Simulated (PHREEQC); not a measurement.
## Silver or lead bath

A solution holds 91 mmol/kgw Pb(NO3)2 and 2.1 mmol/kgw Na2SO4, at 25 °C. Closed to the air; pH follows from the charge balance.

Model: ion-association model, phreeqc.dat, run in PHREEQC.

Each row changes one thing in this solution. This is a speciation only: nothing precipitates in the calculation.

| case | pH | ionic strength (mol/kgw) | SO4-2 (mol/kgw) | NaSO4- (mol/kgw) | HSO4- (mol/kgw) |
|---|---|---|---|---|---|
| as made | 4.38 | 0.204 | 0.000573 | 3.50e-6 | 9.00e-7 |
| temperature from 25 to 60 °C | 4.38 | 0.208 | 0.000632 | 4.33e-6 | 2.22e-6 |
| Pb(NO3)2 left out | 7.03 | 0.00624 | 0.00207 | 3.11e-5 | 1.49e-8 |
| temperature from 25 to 65 °C | 4.38 | 0.208 | 0.000642 | 4.45e-6 | 2.56e-6 |
| Pb(NO3)2 from 0.091 to 0.1 mol/kgw | 4.35 | 0.222 | 0.000564 | 3.36e-6 | 9.21e-7 |
| Na2SO4 from 0.0021 to 0.00042 mol/kgw | 4.37 | 0.203 | 0.000114 | 1.39e-7 | 1.82e-7 |

Some of these states are supersaturated (in Anglesite, for instance). At this temperature some constants are extrapolated from 25 °C, and those without enthalpy data are left unchanged.
